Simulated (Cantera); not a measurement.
Input (Python, Cantera) and output of one run.

```python
import numpy as np
import cantera as ct

gas_names = """
    N N2 Si SiN Si2 Si2N Si3
""".split()
cond_names = """
    Si(cr) Si(L) Si3N4(a)
""".split()


# ... load() reads the species with a 1 bar reference pressure and builds the phases ...
atoms = {
    'Si3N4': {'Si': 3, 'N': 4},
    'N2': {'N': 2},
}
top_T = {'Si3N4(a)': 2400}  # K; cautious upper limits of use, not melting points


# ... equilibrate(T, P, feed) seeds the gas with the atoms and calls Mixture.equilibrate('TP', solver="vcs", rtol=1e-11, max_steps=5000) ...
results = []
feed = {'Si3N4': 1, 'N2': 0.66}  # mol
T = 2125  # K
P = 133.322  # Pa
mix = equilibrate(T, P, feed)
results.append((T, P, feed, dict(zip(mix.species_names, mix.species_moles))))
x = sorted(zip(gas.X, gas.species_names), reverse=True)
print(f"T = {T:g} K  P = {P:g} Pa  gas = {mix.phase_moles(0):.4g} mol")
print("   x: " + "  ".join(f"{s} {v:.3e}" for v, s in x if v > 0.001))
print("   condensed (mol): " + ("  ".join(f"{mix.phase(i).name} {mix.phase_moles(i):.4g}"
      for i in range(1, mix.n_phases) if mix.phase_moles(i) > 1e-12) or "none"))
```

Output:

```
T = 2125 K  P = 133.322 Pa  gas = 3.069 mol
   x: N2 8.658e-01  Si 1.302e-01  Si2 1.790e-03  Si2N 1.022e-03
   condensed (mol): Si(L) 2.577
```

Method: chemical equilibrium by Gibbs-energy minimisation in Cantera with the NASA 1993 tables (ideal gas, pure condensed phases). The tables' values for SiN are old estimates; treat these amounts as uncertain.
